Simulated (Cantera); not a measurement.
Charge: 1 mol CH₃F, 0.012 mol HCl, 0.22 mol H₂, held at 590 Pa.

Cantera equilibrium calculation (NASA polynomials, part measured and part estimated; ideal gas, pure solids and liquids). Candidate condensed phases: C, C₆H₆, C₇H₈, C₈H₁₈; 118 gas species. The numbers say what is thermodynamically allowed, not how fast it happens.

log p: log10 of the partial pressure in bar; n: condensed amount in mol.

```csv
T (°C),log p H₂,log p HF,log p H,log p HCl,log p C₂H₂ (acetylene),log p Cl,log p F,n C(graphite)
952,-2.49,-2.58,-7.75,-4.50,-9.28,-9.82,-13.45,1.000
1052,-2.49,-2.58,-7.03,-4.50,-8.56,-9.12,-12.30,1.000
1152,-2.49,-2.58,-6.41,-4.50,-7.94,-8.51,-11.31,1.000
1252,-2.49,-2.58,-5.87,-4.50,-7.41,-7.97,-10.44,1.000
1352,-2.49,-2.58,-5.40,-4.50,-6.94,-7.51,-9.68,1.000
1452,-2.49,-2.58,-4.98,-4.50,-6.53,-7.10,-9.01,1.000
1552,-2.49,-2.58,…,-4.50,…,…,…,0.999
1652,-2.50,-2.58,-4.27,-4.51,-5.84,-6.40,-7.87,0.999
1752,-2.50,-2.58,-3.97,-4.51,-5.55,-6.11,-7.39,0.998
1852,-2.51,-2.59,-3.70,-4.53,-5.29,-5.84,-6.95,0.996
1952,-2.53,-2.59,…,-4.55,…,…,…,0.993
2052,-2.56,-2.60,-3.24,-4.58,-4.87,-5.40,-6.17,0.989
2152,-2.60,-2.61,-3.05,-4.63,-4.71,-5.23,-5.83,0.983
2252,-2.66,-2.63,-2.88,-4.70,-4.58,-5.08,-5.50,0.975
```

Task: Some entries are withheld; supply them.

Result: 
- 1552, log p H: -4.60
- 1552, log p C₂H₂ (acetylene): -6.16
- 1552, log p Cl: -6.73
- 1552, log p F: -8.41
- 1952, log p H: -3.45
- 1952, log p C₂H₂ (acetylene): -5.06
- 1952, log p Cl: -5.61
- 1952, log p F: -6.54
